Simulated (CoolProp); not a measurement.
A single-stage vapour-compression cycle with the fluid: evaporating at 250.15 K (dew point), condensing at 305.15 K (bubble point), superheat 8 K, subcooling 2 K, compressor efficiency 0.9, no pressure losses. The same conditions are run with several fluids, on thermodynamics alone (safety and materials aside).

Values from CoolProp's reference Helmholtz-energy equation of state of each fluid (R124: de Vries 1995; R404A: Lemmon 2003; c-C4F8 (RC318): Platzer 1990; R152A: Outcalt 1996; isobutene: Lemmon 2005; R143a: Lemmon and Jacobsen 2000). The equations of Platzer and Polt are older, rougher fits. Blends and air are pseudo-pure fits.

```csv
fluid,cooling COP,pressure ratio,discharge temperature (K),refrigerating effect (kJ/kg),volumetric capacity (kJ/m³)
R124,[?],7.58,317.7,[?],482
R404A,2.89,5.61,323.4,[?],1540
c-C4F8 (RC318),2.89,8.23,305.1,[?],324
R152A,3.31,6.89,[?],246,[?]
isobutene,3.34,7.25,322.0,297,412
R143a,2.97,5.34,325.8,135,1630
```

Question: Complete the blanks.

Answer: 
- R124, cooling COP: 3.23
- R124, refrigerating effect (kJ/kg): 118
- R404A, refrigerating effect (kJ/kg): 116
- c-C4F8 (RC318), refrigerating effect (kJ/kg): 72.1
- R152A, discharge temperature (K): 341.1
- R152A, volumetric capacity (kJ/m³): 834

The compression ends wet for: c-C4F8 (RC318).
